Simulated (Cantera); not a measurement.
A closed system holds: 1 mol SiH2Cl2, a varied amount of NO, equilibrated at 1373 K and 0.0250 bar.

These are equilibrium values from Cantera (NASA tables, ideal gas, pure condensed phases), not measurements of a reactor. Candidate condensed phases: H2O, NH4Cl, Si, SiO2, Si2N2O, Si3N4; 47 gas species. The tables hold silica as quartz up to 1696 K and as liquid above; real silica turns to tridymite and cristobalite and melts near 1996 K. Rates play no part.

**Question.** At 9.1 mol NO, list the 4 most abundant gas species with their mole fractions, and the condensed phases.

**Answer.** N2 0.451, O2 0.344, HCl 0.168, H2O 0.0151. Condensed: SiO2(β-quartz).
